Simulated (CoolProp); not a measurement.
Vapour-liquid equilibrium of propane (1) + R152A (2) at 306.1 K; x and y are mole fractions of (1).

The numbers come from the multi-fluid Helmholtz-energy mixture model, Lemmon 2009 and Outcalt 1996; pair parameters Bell 2016 in CoolProp.

| x | bubble pressure (kPa) | y at the bubble point | dew pressure at overall composition x (kPa) | liquid density (mol/L) |
|---|---|---|---|---|
| 0.05 | 852.6 | 0.142 | 783.6 | 13.08 |
| 0.15 | 1013 | 0.320 | 858.7 | 12.66 |
| 0.25 | 1125 | 0.428 | 945.2 | 12.27 |
| 0.35 | 1202 | 0.504 | 1043 | 11.91 |
| 0.45 | 1254 | 0.563 | 1148 | 11.60 |
| 0.55 | 1287 | 0.616 | 1243 | 11.35 |
| 0.65 | 1304 | 0.670 | 1300 | 11.14 |
| 0.75 | 1303 | 0.731 | 1299 | 11.00 |
| 0.85 | 1278 | 0.808 | 1257 | 10.91 |
| 0.95 | 1214 | 0.920 | 1194 | 10.88 |

y crosses x between x = 0.65 and 0.75: the model has an azeotrope there.

The pair parameters rest on a limited set of measurements; away from them the model extrapolates.
